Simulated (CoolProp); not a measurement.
cis-2-butene along the isotherm 482.2 K: density (kg/m³) from the reference equation and from simpler models built on Tc = 435.8 K, pc = 42.36 bar, ω = 0.202; each cubic takes its own stable root.

Computed with CoolProp (reference Helmholtz-energy equation of state, Lemmon 2005). It is a short technical equation, of lower accuracy than the large ones.

```json
[
 {"p (bar)": "47.1", "phase": "supercritical", "reference": "99.27", "ideal gas": "65.91", "van der Waals": "101.4", "Redlich-Kwong": "100.4", "Soave-Redlich-Kwong": "96.59", "Peng-Robinson": "101.0"},
 {"p (bar)": "94.1", "phase": "supercritical", "reference": "319.2", "ideal gas": "131.7", "van der Waals": "269.3", "Redlich-Kwong": "293.4", "Soave-Redlich-Kwong": "275.4", "Peng-Robinson": "298.0"},
 {"p (bar)": "141", "phase": "supercritical", "reference": "392.5", "ideal gas": "___", "van der Waals": "309.3", "Redlich-Kwong": "362.0", "Soave-Redlich-Kwong": "350.0", "Peng-Robinson": "383.8"},
 {"p (bar)": "188", "phase": "supercritical", "reference": "427.8", "ideal gas": "263.1", "van der Waals": "332.0", "Redlich-Kwong": "400.6", "Soave-Redlich-Kwong": "391.2", "Peng-Robinson": "431.0"},
 {"p (bar)": "235", "phase": "supercritical", "reference": "451.7", "ideal gas": "328.9", "van der Waals": "___", "Redlich-Kwong": "427.8", "Soave-Redlich-Kwong": "420.0", "Peng-Robinson": "463.7"},
 {"p (bar)": "282", "phase": "supercritical", "reference": "469.8", "ideal gas": "___", "van der Waals": "360.2", "Redlich-Kwong": "449.0", "Soave-Redlich-Kwong": "___", "Peng-Robinson": "488.8"},
 {"p (bar)": "329", "phase": "supercritical", "reference": "484.6", "ideal gas": "460.4", "van der Waals": "370.2", "Redlich-Kwong": "466.3", "Soave-Redlich-Kwong": "460.3", "Peng-Robinson": "509.2"},
 {"p (bar)": "377", "phase": "supercritical", "reference": "497.4", "ideal gas": "527.6", "van der Waals": "___", "Redlich-Kwong": "481.2", "Soave-Redlich-Kwong": "475.8", "Peng-Robinson": "526.6"},
 {"p (bar)": "424", "phase": "supercritical", "reference": "508.3", "ideal gas": "593.4", "van der Waals": "386.0", "Redlich-Kwong": "493.8", "Soave-Redlich-Kwong": "488.9", "Peng-Robinson": "541.2"}
]
```

Fill in the missing entries.


- 141, ideal gas: 197.3
- 235, van der Waals: 347.9
- 282, ideal gas: 394.6
- 282, Soave-Redlich-Kwong: 442.2
- 377, van der Waals: 378.8
